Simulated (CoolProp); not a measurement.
Properties of cis-2-butene along the isotherm 64.75 °C (Tc = 162.6 °C, pc = 4236 kPa, ω = 0.202).

Model: reference Helmholtz-energy equation of state, Lemmon 2005, in CoolProp. It is a short technical equation, of lower accuracy than the large ones.

| p (kPa) | phase | density (kg/m³) | cp (kJ/(kg K)) | cv (kJ/(kg K)) | speed of sound (m/s) | Joule-Thomson coefficient (K/MPa) |
|---|---|---|---|---|---|---|
| 67 | gas | 1.356 | 1.609 | 1.452 | 232.6 | 20.68 |
| 119 | gas | 2.433 | 1.624 | 1.459 | 230.6 | 20.92 |
| 212 | gas | 4.419 | 1.653 | 1.472 | 227.0 | 21.39 |
| 377 | gas | 8.158 | 1.714 | 1.497 | 220.2 | 22.38 |
| 670 | liquid | 564.6 | 2.464 | 1.636 | 759.0 | -0.1040 |
| 1190 | liquid | 566.0 | 2.456 | 1.636 | 766.9 | -0.1146 |
| 2120 | liquid | 568.3 | 2.441 | 1.636 | 780.8 | -0.1323 |
| 3770 | liquid | 572.2 | 2.419 | 1.635 | 804.1 | -0.1601 |
| 6700 | liquid | 578.6 | 2.386 | 1.635 | 842.2 | -0.2009 |
| 11900 | liquid | 588.4 | 2.343 | 1.636 | 902.1 | -0.2550 |
| 21200 | liquid | 603.1 | 2.292 | 1.639 | 992.3 | -0.3184 |
